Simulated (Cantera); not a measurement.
Predominance diagram of Mg at 677 °C against the partial pressures of O2 and Br2 (log10, bar). Source: NASA polynomial tables (part measured, part estimated), evaluated in Cantera. Candidates: Mg(l), MgBr2(s), MgO(s). Only these pure phases compete in this equilibrium. Not in the tables: oxide halides.

Task: Which phase is stable at these pairs, and which metal-bearing vapour leads over it? (-10, -18.5); (-8, -20.7); (-5, -12); (-16, -12); (-5, -18.5); (-6, -16.3); (-16, -16.3)

Result: 
| log p(O2) | log p(Br2) | phase | chief vapour | log p (bar) |
|---|---|---|---|---|
| -10 | -18.5 | MgO(s) | MgBr2 | -21.5 |
| -8 | -20.7 | MgO(s) | MgBr2 | -24.7 |
| -5 | -12 | MgO(s) | MgBr2 | -17.5 |
| -16 | -12 | MgO(s) | MgBr2 | -12.0 |
| -5 | -18.5 | MgO(s) | MgBr2 | -24.0 |
| -6 | -16.3 | MgO(s) | MgBr2 | -21.3 |
| -16 | -16.3 | MgO(s) | MgBr2 | -16.3 |
